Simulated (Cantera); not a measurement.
An isothermal, constant-pressure homogeneous reactor starts with NH₃ : N₂ = 1 : 1 (molar parts), at 1923 K and 0.178 atm. Integrator tolerance rtol = 1e-08.

Model: the gas-phase N/H chemistry of the illustrative SiF4/NH3 mechanism in the Surface Chemkin manual (1991), integrated in Cantera. Walls and surfaces, which speed up NH3 decomposition in real reactors, are not modelled.

### Question
What does this change do: pressure from 0.178 atm to 0.128 atm?

### Answer
```
quantity                                             before                                     after
-----------------  ----------------------------------------  ----------------------------------------
x(NH₃) at 2.00 s     0.0103 (gas-phase equilibrium 1.02e-6)    0.0217 (gas-phase equilibrium 7.39e-7)
x(NH₂) at 2.00 s    4.21e-5 (gas-phase equilibrium 9.16e-9)   7.18e-5 (gas-phase equilibrium 7.78e-9)
x(N₂H₄) at 2.00 s   2.82e-10 (gas-phase equilibrium <1e-12)   5.94e-10 (gas-phase equilibrium <1e-12)
x(N₂H₂) at 2.00 s    2.44e-8 (gas-phase equilibrium <1e-12)    6.12e-8 (gas-phase equilibrium <1e-12)
x(N) at 2.00 s     4.46e-7 (gas-phase equilibrium 4.71e-10)  4.90e-7 (gas-phase equilibrium 5.55e-10)
x(H) at 2.00 s     0.000709 (gas-phase equilibrium 0.00158)  0.000559 (gas-phase equilibrium 0.00186)
```

### Question
What does this change do: temperature 1923 to 1875 K?

### Answer
```
quantity                                             before                                     after
-----------------  ----------------------------------------  ----------------------------------------
x(NH₃) at 2.00 s     0.0103 (gas-phase equilibrium 1.02e-6)    0.0426 (gas-phase equilibrium 1.12e-6)
x(NH₂) at 2.00 s    4.21e-5 (gas-phase equilibrium 9.16e-9)   8.69e-5 (gas-phase equilibrium 6.83e-9)
x(N₂H₄) at 2.00 s   2.82e-10 (gas-phase equilibrium <1e-12)    1.86e-9 (gas-phase equilibrium <1e-12)
x(N₂H₂) at 2.00 s    2.44e-8 (gas-phase equilibrium <1e-12)    9.58e-8 (gas-phase equilibrium <1e-12)
x(N) at 2.00 s     4.46e-7 (gas-phase equilibrium 4.71e-10)  3.00e-7 (gas-phase equilibrium 2.19e-10)
x(H) at 2.00 s     0.000709 (gas-phase equilibrium 0.00158)  0.000337 (gas-phase equilibrium 0.00110)
```
